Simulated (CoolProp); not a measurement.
The fluid at 439.34 K and 1.02 MPa is compressed adiabatically to 2.61 MPa with isentropic efficiency 1. The same conditions are run with several fluids, on thermodynamics alone (safety and materials aside).

Model: reference Helmholtz-energy equation of state of each fluid (the fluoroketone C6F12O (FK-5-1-12): McLinden 2015; n-butane: Bücker 2006; R1224YDZ: Akasaka 2023), in CoolProp.

### Question
Rank the fluoroketone C6F12O (FK-5-1-12), n-butane, R1224YDZ by work (kJ/kg), highest first.

### Answer
n-butane (53.3), R1224YDZ (20.3), the fluoroketone C6F12O (FK-5-1-12) (6.89)

```tsv
fluid	final temperature (K)	final phase	final density (kg/m³)
the fluoroketone C6F12O (FK-5-1-12)	468.5	supercritical	485
n-butane	472.6	gas	47.2
R1224YDZ	472.4	gas	126
```
